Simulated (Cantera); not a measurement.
A perfectly stirred reactor is fed with H2 : O2 : N2 = 1 : 0.357 : 2.61 (molar parts), equivalence ratio 1.4, at 101000 Pa; it is adiabatic with a 350 K inlet, and is followed from long to short residence time, starting on the burning branch (τ in s: 0.039, 0.017, 0.0071, 0.003, 0.0013, 0.00055, 0.00023, 0.0001, 4.2e-05, 1.8e-05).

Computed with Cantera and GRI-Mech 3.0 (53 species, 325 reactions).

x: mole fraction; the columns are a selection and need not sum to one.

| τ (s) | T (K) | x H2 | x O2 | x OH | x NO | x H |
|---|---|---|---|---|---|---|
| 0.039 | 1719 | 0.0776 | 9.80e-5 | 0.000522 | 4.99e-6 | 0.00379 |
| 0.017 | 1705 | 0.0769 | ___ | ___ | ___ | ___ |
| 0.0071 | 1684 | 0.0759 | ___ | ___ | ___ | ___ |
| 0.0030 | 1652 | 0.0746 | 0.000579 | 0.00147 | 1.10e-5 | 0.0124 |
| 0.0013 | 1607 | 0.0731 | 0.00107 | 0.00188 | 1.27e-5 | 0.0176 |
| 0.00055 | 1543 | 0.0716 | 0.00203 | 0.00223 | 1.30e-5 | 0.0246 |
| 0.00023 | 1457 | 0.0715 | 0.00398 | 0.00235 | 1.13e-5 | 0.0327 |
| 0.00010 | 1349 | 0.0769 | 0.00831 | 0.00212 | 7.65e-6 | 0.0388 |
| 4.2e-5 | 350 | 0.252 | 0.0900 | <1e-12 | <1e-12 | <1e-12 |
| 1.8e-5 | 350 | 0.252 | 0.0900 | <1e-12 | <1e-12 | <1e-12 |

Task: Some entries are withheld; supply them.

Result: 
- 0.017, x O2: 0.000170
- 0.017, x OH: 0.000753
- 0.017, x NO: 6.66e-6
- 0.017, x H: 0.00562
- 0.0071, x O2: 0.000311
- 0.0071, x OH: 0.00108
- 0.0071, x NO: 8.79e-6
- 0.0071, x H: 0.00842
